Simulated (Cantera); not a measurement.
Feed: 1 mol SiH2Cl2, a varied amount of NH3, at 748.15 K and 0.0330 bar.

These are equilibrium values from Cantera (NASA tables, ideal gas, pure condensed phases), not measurements of a reactor. Candidate condensed phases: NH4Cl, Si, Si3N4; 28 gas species. Equilibrium is a limit: real reactors are often held back by kinetics, nucleation or transport.

Q: Which condensed phases are stable at each of these points (n(NH3) (mol)): 0.2, 0.31, 0.48, 0.74, 1.1, 1.7, 2.7, 4.1, 6.3, 9.7, 15?

A: 
```tsv
n(NH3) (mol)	condensed phases	Si condensed (%)
0.2	Si(s) + Si3N4(s)	48.0
0.31	Si(s) + Si3N4(s)	47.9
0.48	Si(s) + Si3N4(s)	47.8
0.74	Si3N4(s)	55.5
1.1	Si3N4(s)	73.3
1.7	Si3N4(s)	82.4
2.7	Si3N4(s)	90.4
4.1	Si3N4(s)	95.7
6.3	Si3N4(s)	98.6
9.7	Si3N4(s)	99.6
15	Si3N4(s)	99.9
```

From 0.2 mol NH3 to 0.48 mol NH3 the condensed part is Si(s) + Si3N4(s). From 0.74 mol NH3 to 15 mol NH3 the condensed part is Si3N4(s).
